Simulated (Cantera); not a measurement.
Feed: 1 mol SiHCl₃, 0.0076 mol C₃H₈, 11 mol H₂, equilibrated at 100 Torr.

Cantera equilibrium calculation (NASA polynomials, part measured and part estimated; ideal gas, pure solids and liquids). Candidate condensed phases: C, C₆H₆, C₇H₈, C₈H₁₈, Si, SiC; 109 gas species. Mutual solubility and eutectic melting of coexisting phases are not modelled. The tables' values for SiCl₃, SiCl are old estimates; treat these amounts as uncertain. Gases not in the tables: Si₂H₆ and higher silanes. Rates play no part.

x: gas mole fraction; n: condensed amount in mol.

```tsv
T (K)	x H₂	x HCl	x SiCl₂	x SiCl₄	x H	x SiHCl₃	x Si	n Si(s)	n SiC(s)	n Si(l)
1025	0.919	0.0190	0.000698	0.0416	1.14e-8	0.0174	<1e-12	(withheld)	0.0228	0
1125	0.905	0.0377	0.00332	0.0357	1.16e-7	0.0149	<1e-12	(withheld)	0.0228	0
1225	0.883	0.0630	0.0110	0.0255	8.02e-7	0.0111	2.59e-11	0.298	0.0228	0
1325	0.858	0.0885	0.0250	0.0133	4.15e-6	0.00660	7.07e-10	0.301	0.0228	0
1425	0.841	0.105	0.0396	0.00468	1.71e-5	0.00293	1.21e-8	(withheld)	0.0228	0
1525	0.833	0.111	0.0487	0.00130	5.91e-5	0.00110	1.42e-7	0.253	0.0228	0
1625	0.830	0.113	0.0534	0.000356	0.000176	0.000410	1.22e-6	(withheld)	0.0228	0
1725	0.828	0.115	0.0547	0.000110	0.000463	0.000164	7.61e-6	0	0.0228	0.237
1825	0.824	0.121	0.0527	3.92e-5	0.00109	7.14e-5	3.41e-5	0	0.0228	0.271
1925	0.820	0.126	0.0506	1.54e-5	0.00237	3.36e-5	0.000131	0	0.0227	0.300
2025	0.815	0.130	0.0483	6.57e-6	0.00476	1.68e-5	0.000437	0	0.0225	0.322
2125	0.807	0.133	0.0459	3.00e-6	0.00894	8.93e-6	0.00130	0	0.0217	0.331
2225	0.796	0.135	0.0433	1.44e-6	0.0158	4.93e-6	0.00351	0	0.0188	0.312
2325	0.779	0.136	0.0404	7.14e-7	0.0266	2.78e-6	0.00870	0	0.00926	0.235
```

Q: What belongs in the gaps?

A: 
- 1025, n Si(s): 0.219
- 1125, n Si(s): 0.263
- 1425, n Si(s): 0.277
- 1625, n Si(s): 0.234
